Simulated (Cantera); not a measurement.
Feed: 1 mol Fe2O3, 2100 mol H2, at 0.000240 bar.

These are equilibrium values from Cantera (NASA tables, ideal gas, pure condensed phases), not measurements of a reactor. Candidate condensed phases: Fe, FeO, Fe(OH)2, Fe(OH)3, Fe2O3, Fe3O4, H2O; 12 gas species. Rates play no part.

Q: What share of the Fe ends up in condensed phases as a function of T (K), at 1350, 1400, 1450, 1500, 1550, 1600, 1650, 1700, 1750, 1800, 1850?

A: 
```csv
T (K),Fe condensed (%),as
1350,98.1,Fe(γ)
1400,93.3,Fe(γ)
1450,78.2,Fe(γ)
1500,34.3,Fe(γ)
1550,0.0,-
1600,0.0,-
1650,0.0,-
1700,0.0,-
1750,0.0,-
1800,0.0,-
1850,0.0,-
```
